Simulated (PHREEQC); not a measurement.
Consider water at 20 °C with 0.044 mol/kgw NH4HF2, 0.00027 mol/kgw (NH4)2SiF6 and 0.079 mol/kgw H3BO3. Closed to the air; pH follows from the charge balance.

All values are PHREEQC results (ion-association model, phreeqc.dat), not measurements.

Each row changes one thing in this solution. No solid was allowed to form.

| case | pH | ionic strength (mol/kgw) | F- (mol/kgw) | HF (mol/kgw) | HF2- (mol/kgw) | NH3 (mol/kgw) |
|---|---|---|---|---|---|---|
| as made | 4.68 | 0.0448 | 0.0187 | 0.000437 | 3.00e-5 | 6.76e-7 |
| 0.0022 mol/kgw LiBr added | 4.68 | 0.0470 | 0.0187 | 0.000437 | 3.00e-5 | 6.70e-7 |
| temperature from 20 to 80 °C | 4.49 | 0.0446 | 0.0153 | 0.00172 | 0.000113 | 1.61e-5 |
| temperature from 20 to 15 °C | 4.70 | 0.0448 | 0.0190 | 0.000392 | 2.61e-5 | 4.86e-7 |
| (NH4)2SiF6 replaced by HBF4 at the same molality | 4.66 | 0.0440 | 0.0183 | 0.000446 | 3.00e-5 | 6.43e-7 |
| temperature from 20 to 90 °C | 4.47 | 0.0446 | 0.0149 | 0.00217 | 0.000134 | 2.46e-5 |
| H3BO3 from 0.079 to 0.158 mol/kgw | 4.71 | 0.0447 | 0.0148 | 0.000320 | 1.74e-5 | 7.33e-7 |
| H3BO3 left out | 3.07 | 0.0458 | 0.0395 | 0.0375 | 0.00546 | 1.66e-8 |
| H3BO3 from 0.079 to 0.0158 mol/kgw | 4.18 | 0.0449 | 0.0286 | 0.00209 | 0.000220 | 2.17e-7 |

At this temperature some constants are extrapolated from 25 °C, and those without enthalpy data are left unchanged. SiF6-2 is the database's only silicon fluoride. Real BF4- forms and hydrolyses slowly; the run takes it at equilibrium.
